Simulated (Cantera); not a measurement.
An adiabatic, constant-volume homogeneous reactor starts with H₂ : O₂ : N₂ = 1 : 0.455 : 1.71 (molar parts), equivalence ratio 1.1, at 1650 K and 0.257 atm. Integrator tolerance rtol = 1e-08.

Detailed kinetics in Cantera: the H2/O2 subset of GRI-Mech 3.0, which has no nitrogen chemistry.

**Question.** What does this change do: H2 1 to 1.5 parts?

**Answer.** 
| quantity | before | after |
|---|---|---|
| time of steepest temperature rise | 30.9 µs | 32.6 µs |
| temperature at 4.00 s | 2885 K | 2878 K |
| equilibrium temperature | 2885 K | 2878 K |
| x(H₂) at 4.00 s | 0.0774 (gas-phase equilibrium 0.0774) | 0.167 (gas-phase equilibrium 0.167) |
| x(O₂) at 4.00 s | 0.0174 (gas-phase equilibrium 0.0174) | 0.00371 (gas-phase equilibrium 0.00371) |
| x(O) at 4.00 s | 0.0154 (gas-phase equilibrium 0.0154) | 0.00691 (gas-phase equilibrium 0.00691) |
| x(OH) at 4.00 s | 0.0405 (gas-phase equilibrium 0.0405) | 0.0274 (gas-phase equilibrium 0.0274) |
| x(HO₂) at 4.00 s | 6.28e-6 (gas-phase equilibrium 6.28e-6) | 1.97e-6 (gas-phase equilibrium 1.97e-6) |
| x(H₂O₂) at 4.00 s | 2.72e-7 (gas-phase equilibrium 2.72e-7) | 1.28e-7 (gas-phase equilibrium 1.28e-7) |
| x(H₂O) at 4.00 s | 0.219 (gas-phase equilibrium 0.219) | 0.225 (gas-phase equilibrium 0.225) |

**Question.** What does this change do: constant pressure in place of constant volume?

**Answer.** 
| quantity | before | after |
|---|---|---|
| time of steepest temperature rise | 30.9 µs | 31.2 µs |
| temperature at 4.00 s | 2885 K | 2782 K |
| equilibrium temperature | 2885 K | 2782 K |
| x(H₂) at 4.00 s | 0.0774 (gas-phase equilibrium 0.0774) | 0.0734 (gas-phase equilibrium 0.0734) |
| x(O₂) at 4.00 s | 0.0174 (gas-phase equilibrium 0.0174) | 0.0161 (gas-phase equilibrium 0.0161) |
| x(O) at 4.00 s | 0.0154 (gas-phase equilibrium 0.0154) | 0.0127 (gas-phase equilibrium 0.0127) |
| x(OH) at 4.00 s | 0.0405 (gas-phase equilibrium 0.0405) | 0.0359 (gas-phase equilibrium 0.0359) |
| x(HO₂) at 4.00 s | 6.28e-6 (gas-phase equilibrium 6.28e-6) | 4.39e-6 (gas-phase equilibrium 4.39e-6) |
| x(H₂O₂) at 4.00 s | 2.72e-7 (gas-phase equilibrium 2.72e-7) | 1.83e-7 (gas-phase equilibrium 1.83e-7) |
| x(H₂O) at 4.00 s | 0.219 (gas-phase equilibrium 0.219) | 0.232 (gas-phase equilibrium 0.232) |
